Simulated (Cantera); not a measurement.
# Pyrogenic steam for wet oxidation

An isothermal, constant-pressure homogeneous reactor starts with H2 : O2 : N2 = 1.1 : 1 : 1.2 (molar parts), equivalence ratio 0.55, at 1325 K and 13300 Pa.

Computed with Cantera and GRI-Mech 3.0 (53 species, 325 reactions). The temperature is held fixed by assumption; the heat of reaction is taken as removed at once.

| t (s) | x H2 | x O2 | x H | x O | x H2O | x H2O2 |
|---|---|---|---|---|---|---|
| 0.000300 | 0.0282 | 0.164 | 0.0697 | 0.0289 | 0.297 | 2.77e-6 |
| 0.000911 | 0.00665 | 0.162 | 0.00587 | 0.00519 | 0.383 | 2.75e-6 |
| 0.00277 | 0.000536 | 0.163 | 0.000121 | 0.000390 | 0.398 | 8.73e-7 |
| 0.00840 | 5.44e-5 | 0.163 | 4.20e-6 | 4.17e-5 | 0.400 | 2.18e-7 |
| 0.0255 | 9.31e-6 | 0.164 | 3.23e-7 | 7.63e-6 | 0.400 | 6.13e-8 |
| 0.0775 | 2.24e-6 | 0.164 | 4.02e-8 | 1.91e-6 | 0.400 | 1.92e-8 |
| 0.235 | 7.13e-7 | 0.164 | 7.39e-9 | 6.13e-7 | 0.400 | 7.07e-9 |
| 0.714 | 3.89e-7 | 0.164 | 2.99e-9 | 3.28e-7 | 0.400 | 4.13e-9 |
| 2.17 | 3.66e-7 | 0.164 | 2.73e-9 | 3.07e-7 | 0.400 | 3.91e-9 |
| 6.59 | 3.66e-7 | 0.164 | 2.73e-9 | 3.07e-7 | 0.400 | 3.91e-9 |
| 20.0 | 3.66e-7 | 0.164 | 2.73e-9 | 3.07e-7 | 0.400 | 3.91e-9 |
x: mole fraction; the columns are a selection and need not sum to one.

Equilibrium at this temperature and pressure: H2 3.66e-7, O2 0.163, H 2.73e-9, O 3.07e-7, H2O 0.400, H2O2 3.91e-9 (gas phase only).
